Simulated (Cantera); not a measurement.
An isothermal, constant-pressure homogeneous reactor starts with 0.585 % CH4, 99.4 % N2, at 1400 K and 2670 Pa.

Cantera simulation using GRI-Mech 3.0 (53 species, 325 reactions); the numbers are that mechanism's predictions, not measurements. GRI-Mech 3.0 stops at C3 and has no aromatics, soot or wall deposition, so with more carbon than oxygen in the feed, carbon stays in small species such as C2H2 where larger ones or solid carbon would form. Radical loss at walls, strong at low pressure, is not modelled.

Predict: x(CH4) at 100 s; x(H) at 100 s; x(C2H2) at 100 s; x(CH3) at 100 s; x(C2H4) at 100 s; x(HCN) at 100 s; x(H2) at 100 s.


```json
{
 "x(CH4) at 100 s": "0.00186 (gas-phase equilibrium 7.20e-7)",
 "x(H) at 100 s": "1.42e-6 (gas-phase equilibrium 2.80e-6)",
 "x(C2H2) at 100 s": "0.00197 (gas-phase equilibrium 0.000152)",
 "x(CH3) at 100 s": "8.81e-6 (gas-phase equilibrium 4.63e-9)",
 "x(C2H4) at 100 s": "9.57e-6 (gas-phase equilibrium 2.91e-8)",
 "x(HCN) at 100 s": "6.33e-8 (gas-phase equilibrium 0.00551)",
 "x(H2) at 100 s": "0.00592 (gas-phase equilibrium 0.00872)"
}
```
